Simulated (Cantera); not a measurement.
Predominance diagram of Mg at 1202 °C against the partial pressures of O2 and F2 (log10, bar). Cantera with NASA thermochemical tables; ideal gases at 1 bar, condensed phases pure. Candidates: Mg(l), MgF2(s), MgO(s). Only these pure phases compete in this equilibrium. Not in the tables: oxide halides.

Problem. Which phase is stable at these pairs, and which metal-bearing vapour leads over it? (-2.8, -8.5); (-25.2, -4.2); (-9.8, -7.1); (0, -11.3); (-16.8, -4.2); (-26.6, -1.4); (-9.8, -5.7)

Solution. 
```
log p(O2)  log p(F2)    phase  chief vapour  log p (bar)
---------  ---------  -------  ------------  -----------
-2.8            -8.5  MgF2(s)          MgF2         -4.5
-25.2           -4.2  MgF2(s)          MgF2         -4.5
-9.8            -7.1  MgF2(s)          MgF2         -4.5
0              -11.3  MgF2(s)          MgF2         -4.5
-16.8           -4.2  MgF2(s)          MgF2         -4.5
-26.6           -1.4  MgF2(s)          MgF2         -4.5
-9.8            -5.7  MgF2(s)          MgF2         -4.5
```
